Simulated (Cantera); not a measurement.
An adiabatic, constant-volume homogeneous reactor starts with 11.2 % CH4, 18.7 % O2, 70.1 % N2, at 1275 K and 1130 Torr.

Cantera simulation using GRI-Mech 3.0 (53 species, 325 reactions); the numbers are that mechanism's predictions, not measurements.

x: mole fraction; the columns are a selection and need not sum to one.

| t (s) | T (K) | P (bar) | x CH4 | x O2 | x OH | x H2O | x H2 | x HCN | x C2H4 |
|---|---|---|---|---|---|---|---|---|---|
| 3.00e-6 | 1275 | 1.50 | 0.112 | 0.187 | 3.78e-11 | 3.12e-10 | 3.44e-10 | <1e-12 | <1e-12 |
| 7.00e-6 | 1275 | 1.50 | 0.112 | 0.187 | 5.69e-11 | 1.13e-9 | 9.12e-10 | <1e-12 | <1e-12 |
| 1.63e-5 | 1275 | 1.50 | 0.112 | 0.187 | 1.08e-10 | 4.42e-9 | 2.41e-9 | <1e-12 | <1e-12 |
| 3.82e-5 | 1275 | 1.50 | 0.112 | 0.187 | 2.63e-10 | 2.15e-8 | 6.92e-9 | <1e-12 | 1.97e-12 |
| 8.91e-5 | 1275 | 1.50 | 0.112 | 0.187 | 7.63e-10 | 1.31e-7 | 2.42e-8 | <1e-12 | 3.23e-11 |
| 0.000208 | 1275 | 1.50 | 0.112 | 0.187 | 2.41e-9 | 9.19e-7 | 1.21e-7 | <1e-12 | 6.67e-10 |
| 0.000486 | 1275 | 1.50 | 0.112 | 0.187 | 7.74e-9 | 6.87e-6 | 9.12e-7 | <1e-12 | (withheld) |
| 0.00113 | 1275 | 1.50 | 0.112 | 0.187 | 1.66e-8 | 4.28e-5 | 6.37e-6 | <1e-12 | (withheld) |
| 0.00265 | 1276 | 1.50 | 0.112 | 0.187 | 2.75e-8 | 0.000187 | 3.16e-5 | <1e-12 | (withheld) |
| 0.00618 | 1282 | 1.51 | 0.111 | 0.186 | 7.77e-8 | 0.000938 | 0.000197 | <1e-12 | (withheld) |
| 0.0144 | 2909 | 3.65 | <1e-12 | 0.00687 | 0.0170 | 0.162 | 0.0336 | 1.45e-8 | <1e-12 |
| 0.0337 | 2909 | 3.65 | <1e-12 | 0.00687 | 0.0170 | 0.162 | 0.0336 | 1.45e-8 | <1e-12 |
| 0.0786 | 2909 | 3.65 | <1e-12 | 0.00687 | 0.0170 | 0.162 | 0.0336 | 1.45e-8 | <1e-12 |
| 0.183 | 2909 | 3.65 | <1e-12 | 0.00687 | 0.0170 | 0.162 | 0.0336 | 1.45e-8 | <1e-12 |
| 0.428 | 2909 | 3.65 | <1e-12 | 0.00687 | 0.0170 | 0.162 | 0.0336 | 1.45e-8 | <1e-12 |
| 1.00 | 2909 | 3.65 | <1e-12 | 0.00687 | 0.0170 | 0.162 | 0.0336 | 1.45e-8 | <1e-12 |

What belongs in the gaps?


- 0.000486, x C2H4: 1.89e-8
- 0.00113, x C2H4: 3.72e-7
- 0.00265, x C2H4: 2.71e-6
- 0.00618, x C2H4: 2.29e-5
